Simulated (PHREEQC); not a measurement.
Model water analysis in mg/L, 25 °C, pH 1.89, pe 9.3: Na 568; K 236; Ca 584; Mg 122; Cl 520; S(6) as SO4 7680; Cu(2) 15.6.

Valence states are taken as typed.

Equilibrium calculation in PHREEQC: ion-association model, phreeqc.dat.

Precipitation was switched off in this run.

**Question.** Estimate the ionic strength, density.

**Answer.** ionic strength 0.152 mol/kgw; density 1.005 g/cm³.

**Question.** In which forms is Mg present?

**Answer.** MgSO4 54 %, Mg+2 46 % of the Mg.

Saturation is exceeded, for instance for Gypsum; the values hold only as long as no solid forms.
